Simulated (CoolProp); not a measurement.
Vapour-liquid equilibrium of R134a (1) + R141b (2) at 0.394 MPa; x and y are mole fractions of (1).

Values from CoolProp's multi-fluid Helmholtz-energy mixture model, Tillner-Roth 1994 and Lemmon 2006; pair parameters Bell 2016.

```
x      bubble temperature, mixture model (K)  bubble temperature, Raoult's law (K)  y, mixture model  y, Raoult's law
-----  -------------------------------------  ------------------------------------  ----------------  ---------------
0.05                                   338.7                                 341.2             0.283            0.257
0.125                                  325.1                                 330.2             0.539            0.498
0.2                                    315.3                                 321.7             0.681            0.645
0.275                                  308.1                                 314.8             0.765            0.742
0.35                                   302.7                                 309.1             0.820            0.809
0.425                                  298.6                                 304.2             0.857            0.857
0.5                                    295.3                                 300.0             0.884            0.893
0.575                                  292.6                                 296.4             0.905            0.921
0.65                                   290.4                                 293.1             0.923            0.942
0.725                                  288.3                                 290.2             0.939            0.960
0.8                                    286.5                                 287.6             0.954            0.974
0.875                                  284.7                                 285.2             0.970            0.985
0.95                                   282.9                                 283.0             0.987            0.995
```

The largest gap from Raoult's law is -6.7 K in bubble temperature, at x = 0.275. No azeotrope shows between x = 0.05 and 0.95.

The pair parameters rest on a limited set of measurements; away from them the model extrapolates.
